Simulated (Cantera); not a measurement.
Ignition delay

Mixture: CO : H₂ : CH₄ : O₂ : N₂ = 1 : 0.19 : 0.23 : 0.842 : 4.46 (molar parts), equivalence ratio 1.3, at 0.661 atm, adiabatic and at constant pressure. Ignition delay is the time to a rise of 400 K.

Computed with Cantera and GRI-Mech 3.0 (53 species, 325 reactions).

```json
[
 {"T0 (K)": "1275", "delay (ms)": "0.838"},
 {"T0 (K)": "1375", "delay (ms)": "0.431"},
 {"T0 (K)": "1475", "delay (ms)": "0.251"},
 {"T0 (K)": "1575", "delay (ms)": "0.159"},
 {"T0 (K)": "1675", "delay (ms)": "0.107"},
 {"T0 (K)": "1775", "delay (ms)": "0.0755"},
 {"T0 (K)": "1875", "delay (ms)": "0.0575"}
]
```

```yaml
apparent activation energy between 1675 and 1875 K: 81 kJ/mol
```
